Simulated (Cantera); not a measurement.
Charge: 1 mol SiH₄, 1.9 mol NO, 3.5 mol N₂, equilibrated at 600 K and 1.00 bar.

Cantera equilibrium calculation (NASA polynomials, part measured and part estimated; ideal gas, pure solids and liquids). Candidate condensed phases: H₂O, Si, SiO₂, Si₂N₂O, Si₃N₄; 35 gas species. Rates play no part.

Base state: N₂ 0.689, H₂ 0.305, NH₃ 0.00581 (mole fractions); condensed: SiO₂(α-quartz) + Si₂N₂O(s).

Problem. What changes in the equilibrium state with this change: temperature from 600 K to 1998.15 K?

Solution. 
```
species               before     after
-------------------  -------  --------
N₂                     0.689     0.678
H₂                     0.305     0.303
SiO                    <1e-9    0.0165
NH₃                  0.00581   2.77e-6
H                      <1e-9  0.000884
H₂O                  1.14e-6   0.00128
SiO₂(α-quartz), mol    0.933         0
Si₂N₂O(s), mol        0.0333         0
SiO₂(l), mol               0     0.892
```
The tables hold silica as quartz up to 1696 K and as liquid above; real silica turns to tridymite and cristobalite and melts near 1996 K.

Problem. What changes in the equilibrium state with this change: temperature from 600 K to 850 K?

Solution. 
| species | before | after |
|---|---|---|
| N₂ | 0.689 | 0.688 |
| H₂ | 0.305 | 0.311 |
| NH₃ | 0.00581 | 0.000268 |
| H₂O | 1.14e-6 | 1.67e-5 |
| SiO₂(α-quartz), mol | 0.933 | 0 |
| Si₂N₂O(s), mol | 0.0333 | 0.0334 |
| SiO₂(β-quartz), mol | 0 | 0.933 |
